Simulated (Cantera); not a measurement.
Charge: 1 mol borazine, 1.7 mol O2, 0.92 mol H2, held at 2000 K and 1.33 mbar.

Method: chemical equilibrium by Gibbs-energy minimisation in Cantera with the NASA 1993 tables (ideal gas, pure condensed phases). Candidate condensed phases: B, BN, B2O3, B3O3H3, H2O; 39 gas species. The feed counts by its element totals alone. Equilibrium is a limit: real reactors are often held back by kinetics, nucleation or transport.

Base state: H2 0.461, N2 0.203, HBO 0.0991, BO 0.0943, B2O2 0.0580, B2O3 0.0432, H 0.0302, HBO2 0.0107 (mole fractions); condensed: gas only.

Q: What changes in the equilibrium state with this change: pressure from 1.33 mbar to 10.0 mbar?

A: 
```csv
species,before,after
H2,0.461,0.481
N2,0.203,0.211
HBO,0.0991,0.119
BO,0.0943,0.0405
B2O2,0.0580,0.0802
H,0.0302,0.0113
HBO2,0.0107,0.00993
B2O3,0.0432,0.0462
BH2,3.07e-6,1.34e-5
BO2,8.45e-5,2.81e-5
```
The tables' values for BH2 are old estimates; treat these amounts as uncertain.

Q: What changes in the equilibrium state with this change: borazine replaced by B2H6?

A: 
```csv
species,before,after
H2,0.461,0.645
HBO2,0.0107,0.152
B2O3,0.0432,0.0988
N2,0.203,0
H2O,0.000276,0.0245
B2O2,0.0580,0.00210
BO,0.0943,0.0179
HBO,0.0991,0.0223
H,0.0302,0.0358
B2O,1.97e-5,1.13e-8
OH,1.81e-6,0.000136
BO2,8.45e-5,0.00102
```

Q: What changes in the equilibrium state with this change: temperature from 2000 K to 2250 K?

A: 
```tsv
species	before	after
H2	0.461	0.375
BO	0.0943	0.204
N2	0.203	0.181
H	0.0302	0.124
B2O2	0.0580	0.0145
HBO	0.0991	0.0527
HBO2	0.0107	0.0167
B2O3	0.0432	0.0291
O	8.68e-8	1.63e-5
OH	1.81e-6	7.11e-5
```
